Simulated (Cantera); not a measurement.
A perfectly stirred reactor is fed with C3H8 : O2 : N2 = 1 : 4.55 : 17.1 (molar parts), equivalence ratio 1.1, at 4.00 bar; it is adiabatic with a 675 K inlet, and is followed from long to short residence time, starting on the burning branch (τ in s: 0.03, 0.016, 0.008, 0.0041, 0.0021, 0.0011, 0.00056, 0.00029, 0.00015, 7.6e-05, 3.9e-05, 2e-05).

Computed with Cantera and GRI-Mech 3.0 (53 species, 325 reactions). GRI-Mech 3.0 was tuned for natural gas; its chemistry of propane as a main component is partial and can be far from experiment.

What does this change do: N2 17.1 to 12 parts?


```json
[
 {"quantity": "blow-out, bracketed by the residence times tried", "before": "burning at 20.0 µs, the shortest tried", "after": "burning at 20.0 µs, the shortest tried"},
 {"quantity": "x(C3H8) at τ = 30.0 ms", "before": "1.04e-7", "after": "4.76e-8"},
 {"quantity": "x(O2) at τ = 30.0 ms", "before": "0.00245", "after": "0.00825"},
 {"quantity": "x(C2H6) at τ = 30.0 ms", "before": "1.13e-9", "after": "8.39e-10"},
 {"quantity": "x(H) at τ = 30.0 ms", "before": "0.00136", "after": "0.00395"},
 {"quantity": "x(CH3) at τ = 30.0 ms", "before": "1.02e-6", "after": "3.79e-7"},
 {"quantity": "x(C3H8) at τ = 0.560 ms", "before": "3.72e-6", "after": "2.21e-6"},
 {"quantity": "x(O2) at τ = 0.560 ms", "before": "0.00740", "after": "0.0115"},
 {"quantity": "x(C2H6) at τ = 0.560 ms", "before": "4.34e-8", "after": "3.88e-8"},
 {"quantity": "x(H) at τ = 0.560 ms", "before": "0.00339", "after": "0.00510"},
 {"quantity": "x(CH3) at τ = 0.560 ms", "before": "2.26e-5", "after": "1.64e-5"}
]
```
